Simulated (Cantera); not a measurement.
Feed: 1 mol Si, 0.57 mol Cl₂, 1.8 mol H₂, equilibrated at 25000 Pa.

Equilibrium computed with Cantera from the NASA thermochemical tables; the gas is ideal and each condensed phase is pure. Candidate condensed phases: Si; 19 gas species. The numbers say what is thermodynamically allowed, not how fast it happens.

Q: At 575 K, list the 5 most abundant gas species with their mole fractions, and the condensed phases.

A: H₂ 0.849, SiCl₄ 0.103, SiHCl₃ 0.0469, SiH₂Cl₂ 0.000991, HCl 2.76e-5. Condensed: Si(s).
